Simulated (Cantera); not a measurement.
**Equilibrium for nitride etching: Si₃N₄ + H₂**

Charge: 1 mol Si₃N₄, 1.9 mol H₂, held at 1023 K and 1.50 Pa.

These are equilibrium values from Cantera (NASA tables, ideal gas, pure condensed phases), not measurements of a reactor. Candidate condensed phases: Si, Si₃N₄; 18 gas species. The numbers say what is thermodynamically allowed, not how fast it happens.

```
Quantity        Result
-----------  ---------
x(H₂)            1.000
x(N₂)          2.99e-6
x(H)           1.07e-6
n(Si₃N₄(s))  1.000 mol
gas amount   1.900 mol
```
